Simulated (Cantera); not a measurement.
Charge: 1 mol C2H6, 1.7 mol CO2, 1.9 mol H2, equilibrated at 10.0 mbar.

Method: chemical equilibrium by Gibbs-energy minimisation in Cantera with the NASA 1993 tables (ideal gas, pure condensed phases). Candidate condensed phases: C, C6H6, C7H8, C8H18, H2O; 110 gas species. Rates play no part. All values below are at 1825 K.

Base state: H2 0.588, CO 0.409, H 0.00338, C2H2 (acetylene) 0.000126 (mole fractions); condensed: C(graphite).

Problem. What changes in the equilibrium state with this change: CO2 from 1.7 to 0.75 mol?

Solution. 
```
species             before     after
----------------  --------  --------
H2                   0.588     0.762
CO                   0.409     0.234
H                  0.00338   0.00384
C2H2 (acetylene)  0.000126  0.000164
C(graphite), mol     0.298      1.25
```
